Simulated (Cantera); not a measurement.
A Cantera script and its output.

```python
import numpy as np
import cantera as ct

gas = ct.Solution("gri30.yaml")
gas.TPX = 1223, 330000, {'CO': 0.0016, 'O2': 0.0045, 'H2O': 0.0024, 'N2': 1}
reactor = ct.IdealGasConstPressureReactor(gas, energy="off", clone=False)
net = ct.ReactorNet([reactor])
net.rtol, net.atol = 1e-08, 1e-18
show = ['CO', 'O2', 'H2O', 'H2O2', 'OH']
times = np.geomspace(0.0001, 40, 14)

steps = ct.SolutionArray(gas, extra=["t"])
rows = []
print(f"{'t/s':>10s}{'T/K':>9s}{'P/Pa':>11s}" + "".join(f"{s:>11s}" for s in show))
for t in times:
    while net.time < t:
        t_next = net.step()
        steps.append(gas.state, t=t_next)
    rows.append([np.interp(t, steps.t, y) for y in (steps.T, steps.P, *steps(*show).X.T)])
    print(f"{t:10.3e}{rows[-1][0]:9.1f}{rows[-1][1]:11.4g}" + "".join(f"{x:11.3e}" for x in rows[-1][2:]))
rate = np.gradient(steps.T, steps.t)
print("integrator steps:", len(steps.t))
if steps.T.max() > steps.T[0] + 200:
    print(f"time of steepest temperature rise: {steps.t[rate.argmax()]:.4e} s")
gas.TPX = 1223, 330000, {'CO': 0.0016, 'O2': 0.0045, 'H2O': 0.0024, 'N2': 1}
gas.equilibrate("TP")
print(f"equilibrium (TP): T = {gas.T:.1f} K  " + "  ".join(f"{s} {gas[s].X[0]:.3e}" for s in show))
```

Output:

```
       t/s      T/K       P/Pa         CO         O2        H2O       H2O2         OH
 1.000e-04   1223.0    3.3e+05  1.587e-03  4.462e-03  2.380e-03  3.199e-16  1.980e-11
 2.697e-04   1223.0    3.3e+05  1.587e-03  4.462e-03  2.380e-03  4.950e-15  1.049e-10
 7.275e-04   1223.0    3.3e+05  1.587e-03  4.462e-03  2.380e-03  9.299e-14  6.228e-10
 1.962e-03   1223.0    3.3e+05  1.586e-03  4.462e-03  2.380e-03  4.784e-12  1.145e-08
 5.293e-03   1223.0    3.3e+05  1.532e-03  4.430e-03  2.373e-03  2.230e-08  4.515e-06
 1.428e-02   1223.0    3.3e+05  8.116e-04  4.073e-03  2.367e-03  2.463e-08  6.968e-06
 3.851e-02   1223.0    3.3e+05  2.415e-04  3.790e-03  2.376e-03  8.080e-09  4.203e-06
 1.039e-01   1223.0    3.3e+05  3.914e-05  3.690e-03  2.380e-03  1.564e-09  2.252e-06
 2.802e-01   1223.0    3.3e+05  3.395e-06  3.673e-03  2.381e-03  2.973e-10  1.056e-06
 7.557e-01   1223.0    3.3e+05  1.650e-07  3.671e-03  2.381e-03  6.970e-11  5.128e-07
 2.038e+00   1223.0    3.3e+05  3.162e-09  3.672e-03  2.382e-03  2.420e-11  3.018e-07
 5.498e+00   1223.0    3.3e+05  5.066e-10  3.672e-03  2.382e-03  8.698e-12  1.807e-07
 1.483e+01   1223.0    3.3e+05  4.309e-10  3.672e-03  2.382e-03  7.688e-12  1.699e-07
 4.000e+01   1223.0    3.3e+05  4.308e-10  3.672e-03  2.382e-03  7.688e-12  1.699e-07
integrator steps: 1394
equilibrium (TP): T = 1223.0 K  CO 4.319e-10  O2 3.654e-03  H2O 2.382e-03  H2O2 7.670e-12  OH 1.697e-07
```

Cantera simulation using GRI-Mech 3.0 (53 species, 325 reactions); the numbers are that mechanism's predictions, not measurements.
